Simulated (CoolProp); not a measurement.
Vapour-liquid equilibrium of cyclohexane (1) + n-octane (2) at 0.206 MPa; x and y are mole fractions of (1).

Values from CoolProp's multi-fluid Helmholtz-energy mixture model, Zhou 2014 and Beckmüller 2019; pair parameters Bell 2016.

```tsv
x	bubble temperature, mixture model (K)	bubble temperature, Raoult's law (K)	y, mixture model	y, Raoult's law
0.05	(withheld)	422.6	0.119	0.133
0.15	416.4	415.7	0.321	0.346
0.25	410.3	409.6	0.481	0.507
0.35	404.8	404.2	0.607	0.630
0.45	399.8	399.3	0.707	0.726
0.55	395.3	394.9	(withheld)	0.802
0.65	(withheld)	390.9	0.852	0.862
0.75	387.5	387.3	(withheld)	0.912
0.85	384.1	384.0	0.948	0.952
0.95	380.9	380.9	0.984	0.985
```

Some entries are withheld; supply them.


- 0.05, bubble temperature, mixture model (K): 423.0
- 0.55, y, mixture model: 0.787
- 0.65, bubble temperature, mixture model (K): 391.2
- 0.75, y, mixture model: 0.904

The largest gap from Raoult's law is +0.7 K in bubble temperature, at x = 0.25. No azeotrope shows between x = 0.05 and 0.95.

The pair parameters rest on a limited set of measurements; away from them the model extrapolates.
